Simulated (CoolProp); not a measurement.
Vapour-liquid equilibrium of fluoroethane (R161) (1) + R1234yf (2) at 0.0195 bar; x and y are mole fractions of (1).

Model: multi-fluid Helmholtz-energy mixture model, Wu 2012 and Lemmon 2022; pair parameters Bell 2016, in CoolProp.

| x | bubble temperature (°C) | y at the bubble point | dew temperature at overall composition x (°C) | liquid density (mol/L) |
|---|---|---|---|---|
| 0.05 | -93.0 | 0.099 | -92.7 | 12.74 |
| 0.15 | -94.1 | 0.264 | -93.4 | 13.22 |
| 0.25 | -95.0 | 0.395 | -94.0 | 13.72 |
| 0.35 | -95.7 | 0.503 | -94.6 | 14.25 |
| 0.45 | -96.3 | 0.594 | -95.3 | 14.81 |
| 0.55 | -96.8 | 0.674 | -96.0 | 15.41 |
| 0.65 | -97.2 | 0.747 | -96.6 | 16.05 |
| 0.75 | -97.6 | 0.816 | -97.2 | 16.74 |
| 0.85 | -97.9 | 0.886 | -97.8 | 17.48 |
| 0.95 | -98.2 | 0.960 | -98.1 | 18.28 |

No azeotrope shows between x = 0.05 and 0.95.

The pair parameters rest on a limited set of measurements; away from them the model extrapolates.
